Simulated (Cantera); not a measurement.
A perfectly stirred reactor is fed with 6.67 % CH₃OH, 20.8 % O₂, 62.5 % N₂, 10.0 % CO₂, at 11300 Torr; it is adiabatic with a 525 K inlet, and is followed from long to short residence time, starting on the burning branch (τ in s: 0.072, 0.039, 0.022, 0.012, 0.0065, 0.0036, 0.002, 0.0011, 0.00059, 0.00032, 0.00018, 9.8e-05, 5.4e-05).

Computed with Cantera and GRI-Mech 3.0 (53 species, 325 reactions). GRI-Mech 3.0 was tuned for natural gas; its chemistry of methanol as a main component is partial and can be far from experiment. The pressure lies above the range GRI-Mech 3.0 was tuned for (to about 10 atm).

Task: Predict: blow-out, bracketed by the residence times tried; x(CH₃OH) at τ = 72.0 ms; x(O₂) at τ = 72.0 ms; x(CO₂) at τ = 72.0 ms; x(N₂O) at τ = 72.0 ms; x(CH₃OH) at τ = 2.00 ms; x(O₂) at τ = 2.00 ms; x(CO₂) at τ = 2.00 ms; x(N₂O) at τ = 2.00 ms.

Result: 
```
Quantity                                                                         Value
------------------------------------------------  ------------------------------------
blow-out, bracketed by the residence times tried  burning at 0.590 ms, out at 0.320 ms
x(CH₃OH) at τ = 72.0 ms                                                        2.70e-6
x(O₂) at τ = 72.0 ms                                                             0.105
x(CO₂) at τ = 72.0 ms                                                            0.161
x(N₂O) at τ = 72.0 ms                                                          5.37e-7
x(CH₃OH) at τ = 2.00 ms                                                        6.79e-5
x(O₂) at τ = 2.00 ms                                                             0.106
x(CO₂) at τ = 2.00 ms                                                            0.158
x(N₂O) at τ = 2.00 ms                                                          1.78e-6
```
